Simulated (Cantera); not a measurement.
An adiabatic, constant-pressure homogeneous reactor starts with C3H8 : O2 : N2 = 1 : 9.43 : 53.8 (molar parts), equivalence ratio 0.53, at 1700 K and 1.00 atm.

Detailed kinetics in Cantera: GRI-Mech 3.0 (53 species, 325 reactions). GRI-Mech 3.0 was tuned for natural gas; its chemistry of propane as a main component is partial and can be far from experiment.

Predict: time of steepest temperature rise; temperature at 8.00 s; equilibrium temperature; x(O2) at 8.00 s; x(HO2) at 8.00 s; x(NO2) at 8.00 s; x(O) at 8.00 s.


```json
{
  "time_of_steepest_temperature_rise": "22.2 µs",
  "temperature at 8.00 s": "2418 K",
  "equilibrium_temperature": "2418 K",
  "x(O2) at 8.00 s": "0.0619 (gas-phase equilibrium 0.0619)",
  "x(HO2) at 8.00 s": "3.46e-6 (gas-phase equilibrium 3.46e-6)",
  "x(NO2) at 8.00 s": "5.81e-6 (gas-phase equilibrium 5.81e-6)",
  "x(O) at 8.00 s": "0.00237 (gas-phase equilibrium 0.00237)"
}
```
